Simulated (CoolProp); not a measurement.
Vapour-liquid equilibrium of R125 (1) + n-butane (2) at 253.6 K; x and y are mole fractions of (1).

Values from CoolProp's multi-fluid Helmholtz-energy mixture model, Lemmon 2005 and Bücker 2006; pair parameters Bell 2016.

```
x     bubble pressure, mixture model (bar)  bubble pressure, Raoult's law (bar)  y, mixture model  y, Raoult's law
----  ------------------------------------  -----------------------------------  ----------------  ---------------
0.05                                 1.167                               0.6098             0.612            0.281
0.2                                  2.400                                1.055             0.823            0.650
0.35                                 2.861                                1.501             0.860            0.800
0.5                                  3.024                                1.946             0.873            0.881
0.65                                 3.122                                2.391             0.883            0.932
0.8                                  3.248                                2.837             0.905            0.967
0.95                                 3.398                                3.282             0.963            0.993
```

The largest gap from Raoult's law is +127.5 % in bubble pressure, at x = 0.2. No azeotrope shows between x = 0.05 and 0.95.

Pair parameters are fitted to limited data, so mixtures are less certain than the pure fluids. With so large a gap from Raoult's law the liquid may split in two, which this calculation doesn't test in full.
